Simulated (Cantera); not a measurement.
A closed system holds: 1 mol (CH3)2SiCl2, 1.6 mol HCl, 14 mol H2, held at 1600 °C and 28.0 mbar.

Equilibrium computed with Cantera from the NASA thermochemical tables; the gas is ideal and each condensed phase is pure. Candidate condensed phases: C, C6H6, C7H8, C8H18, Si, SiC; 109 gas species. The feed counts by its element totals alone. The tables' values for SiCl3, SiCl are old estimates; treat these amounts as uncertain. Equilibrium is a limit: real reactors are often held back by kinetics, nucleation or transport.

Base state: H2 0.817, HCl 0.176, SiCl2 0.00351, H 0.00349, Cl 0.000568, C2H2 (acetylene) 0.000255, SiCl3 4.24e-5, SiCl 1.94e-5 (mole fractions); condensed: C(graphite) + SiC(s).

**Question.** What changes in the equilibrium state with this change: (CH3)2SiCl2 replaced by Si(CH3)4?

**Answer.** 
| species | before | after |
|---|---|---|
| H2 | 0.817 | 0.923 |
| HCl | 0.176 | 0.0726 |
| H | 0.00349 | 0.00370 |
| SiCl2 | 0.00351 | 0.000532 |
| SiCl3 | 4.24e-5 | 2.50e-6 |
| SiCl | 1.94e-5 | 7.55e-6 |
| Cl | 0.000568 | 0.000221 |
| CH4 | 1.14e-5 | 1.45e-5 |
| C2H2 (acetylene) | 0.000255 | 0.000288 |
| C(graphite), mol | 1.06 | 3.00 |
| SiC(s), mol | 0.930 | 0.988 |

**Question.** What changes in the equilibrium state with this change: H2 from 14 to 170 mol?

**Answer.** 
```tsv
species	before	after
H2	0.817	0.975
HCl	0.176	0.0203
H	0.00349	0.00381
SiCl2	0.00351	3.94e-5
SiCl3	4.24e-5	5.03e-8
Cl	0.000568	6.01e-5
SiCl	1.94e-5	2.06e-6
C(graphite), mol	1.06	0.899
SiC(s), mol	0.930	0.990
```

**Question.** What changes in the equilibrium state with this change: H2 from 14 to 780 mol?

**Answer.** 
```csv
species,before,after
H2,0.817,0.991
HCl,0.176,0.00456
H,0.00349,0.00384
SiCl2,0.00351,1.95e-6
Si,1.05e-5,1.05e-5
SiCl3,4.24e-5,<1e-9
Cl,0.000568,1.34e-5
SiCl,1.94e-5,4.57e-7
"C(graphite), mol",1.06,0.511
"SiC(s), mol",0.930,0.987
```
